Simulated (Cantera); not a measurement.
## Si + O₂ + N₂ + H₂O (thermal oxidation and active oxidation of silicon)

Input: 1 mol Si, 0.011 mol O₂, 190 mol N₂, 0.7 mol H₂O, at 2.20 Pa.

Method: chemical equilibrium by Gibbs-energy minimisation in Cantera with the NASA 1993 tables (ideal gas, pure condensed phases). Candidate condensed phases: H₂O, Si, SiO₂, Si₂N₂O, Si₃N₄; 35 gas species. N₂ is the only nitrogen source here; it is nearly inert below about 1500 K, so the nitride shown seldom forms there in practice. Mutual solubility and eutectic melting of coexisting phases are not modelled. The tables hold silica as quartz up to 1696 K and as liquid above; real silica turns to tridymite and cristobalite and melts near 1996 K. The numbers say what is thermodynamically allowed, not how fast it happens.

From 998 K to 1248 K the condensed part is SiO₂(β-quartz) + Si₂N₂O(s). At 1273 K the condensed part is Si₂N₂O(s).

```json
[
 {"T (K)": "998", "log p N₂": "-4.66", "log p H₂": "-7.09", "log p SiO": "-12.97", "log p H": "-12.21", "log p H₂O": "-12.47", "n SiO₂(β-quartz)": "0.148", "n Si₂N₂O(s)": "0.426"},
 {"T (K)": "1023", "log p N₂": "-4.66", "log p H₂": "-7.09", "log p SiO": "-12.32", "log p H": "-11.93", "log p H₂O": "-12.42", "n SiO₂(β-quartz)": "0.148", "n Si₂N₂O(s)": "0.426"},
 {"T (K)": "1048", "log p N₂": "-4.66", "log p H₂": "-7.09", "log p SiO": "-11.70", "log p H": "-11.66", "log p H₂O": "-12.37", "n SiO₂(β-quartz)": "0.148", "n Si₂N₂O(s)": "0.426"},
 {"T (K)": "1073", "log p N₂": "-4.66", "log p H₂": "-7.09", "log p SiO": "-11.11", "log p H": "-11.40", "log p H₂O": "-12.32", "n SiO₂(β-quartz)": "0.148", "n Si₂N₂O(s)": "0.426"},
 {"T (K)": "1098", "log p N₂": "-4.66", "log p H₂": "-7.09", "log p SiO": "-10.54", "log p H": "-11.15", "log p H₂O": "-12.28", "n SiO₂(β-quartz)": "0.148", "n Si₂N₂O(s)": "0.426"},
 {"T (K)": "1123", "log p N₂": "-4.66", "log p H₂": "-7.09", "log p SiO": "-10.00", "log p H": "-10.92", "log p H₂O": "-12.23", "n SiO₂(β-quartz)": "0.148", "n Si₂N₂O(s)": "0.426"},
 {"T (K)": "1148", "log p N₂": "-4.66", "log p H₂": "-7.09", "log p SiO": "-9.49", "log p H": "-10.69", "log p H₂O": "-12.19", "n SiO₂(β-quartz)": "0.147", "n Si₂N₂O(s)": "0.425"},
 {"T (K)": "1173", "log p N₂": "-4.66", "log p H₂": "-7.09", "log p SiO": "-9.00", "log p H": "-10.47", "log p H₂O": "-12.15", "n SiO₂(β-quartz)": "0.145", "n Si₂N₂O(s)": "0.423"},
 {"T (K)": "1198", "log p N₂": "-4.66", "log p H₂": "-7.09", "log p SiO": "-8.53", "log p H": "-10.27", "log p H₂O": "-12.11", "n SiO₂(β-quartz)": "0.139", "n Si₂N₂O(s)": "0.417"},
 {"T (K)": "1223", "log p N₂": "-4.66", "log p H₂": "-7.09", "log p SiO": "-8.08", "log p H": "-10.07", "log p H₂O": "-12.08", "n SiO₂(β-quartz)": "0.124", "n Si₂N₂O(s)": "0.402"},
 {"T (K)": "1248", "log p N₂": "-4.66", "log p H₂": "-7.09", "log p SiO": "-7.64", "log p H": "-9.88", "log p H₂O": "-12.04", "n SiO₂(β-quartz)": "0.0822", "n Si₂N₂O(s)": "0.360"},
 {"T (K)": "1273", "log p N₂": "-4.66", "log p H₂": "-7.09", "log p SiO": "-7.29", "log p H": "-9.69", "log p H₂O": "-12.14", "n SiO₂(β-quartz)": "0", "n Si₂N₂O(s)": "0.278"}
]
```
log p: log10 of the partial pressure in bar; n: condensed amount in mol.
